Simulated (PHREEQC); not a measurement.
A PHREEQC input (ion-association model, phreeqc.dat):

```
SOLUTION 1
  temp 25
  units mg/L
  pH 7.04
  pe 10.6
  Na 16.4
  K 2.44
  Ca 123
  Mg 0.328
  Cl 122
  S(6) 88.7 as SO4
  Alkalinity 96 as HCO3
  Ba 2.75
END
USE solution 6
EQUILIBRIUM_PHASES 1
  Quartz 0 0.5
  CO2(g) -2.5 10
END
```

It stops with these messages:

```
ERROR: Solution 6 not found.
```

The fault: USE names a solution that was never defined. The line should read `USE solution 1` where the input has `USE solution 6`. With the mend the run ends at pH 7.46 and ionic strength 0.0102 mol/kgw.
